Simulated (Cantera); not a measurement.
A perfectly stirred reactor is fed with NH₃ : H₂ = 1 : 1 (molar parts), at 3500 Pa; it is held at 2375 K, and followed from long to short residence time.

Model: the gas-phase N/H chemistry of the illustrative SiF4/NH3 mechanism in the Surface Chemkin manual (1991), integrated in Cantera. Walls and surfaces, which speed up NH3 decomposition in real reactors, are not modelled.

```json
[
 {"quantity": "x(NH₃) at τ = 2.50 s", "before": "0.000334", "after": "0.181"},
 {"quantity": "x(H₂) at τ = 2.50 s", "before": "0.802", "after": "0.712"},
 {"quantity": "x(NH₂) at τ = 2.50 s", "before": "4.46e-5", "after": "0.000326"},
 {"quantity": "x(H) at τ = 2.50 s", "before": "0.0335", "after": "0.000454"},
 {"quantity": "x(N) at τ = 2.50 s", "before": "6.01e-5", "after": "6.21e-7"},
 {"quantity": "x(NH₃) at τ = 37.0 ms", "before": "0.204", "after": "0.487"},
 {"quantity": "x(H₂) at τ = 37.0 ms", "before": "0.694", "after": "0.508"},
 {"quantity": "x(NH₂) at τ = 37.0 ms", "before": "0.00199", "after": "0.000605"},
 {"quantity": "x(H) at τ = 37.0 ms", "before": "0.00211", "after": "0.000224"},
 {"quantity": "x(N) at τ = 37.0 ms", "before": "1.20e-5", "after": "4.90e-7"}
]
```

Problem. Name the change that produced these shifts.
A) temperature 2375 to 1248 K
B) temperature 2375 to 2273 K
C) pressure from 3500 Pa to 13300 Pa
D) temperature 2375 to 1925 K

Solution. D, temperature 2375 to 1925 K
